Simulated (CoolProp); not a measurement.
Saturation properties of n-perfluorobutane.

Computed with CoolProp (reference Helmholtz-energy equation of state, Gao 2022).

```
T (°C)   p (MPa)  vapour density (kg/m³)  liquid cp (kJ/(kg K))
------  --------  ----------------------  ---------------------
-77.15  0.001077                  0.1575                  1.021
-71.75  0.001725                  0.2457                  1.026
-66.35  0.002681                  0.3723                  1.031
-60.95  0.004052                  0.5489                  1.036
-55.65  0.005928                  0.7845                  1.042
-50.25  0.008534                   1.104                  1.047
-44.85   0.01202                   1.522                  1.053
-39.45   0.01661                   2.059                  1.059
-34.05   0.02252                   2.739                  1.065
-28.65   0.03004                   3.586                  1.071
-23.25   0.03946                   4.629                  1.078
-17.85   0.05109                   5.898                  1.084
-12.45   0.06529                   7.425                  1.091
-7.05    0.08241                   9.245                  1.098
```

It boils at -2.0 °C under 1 atm.
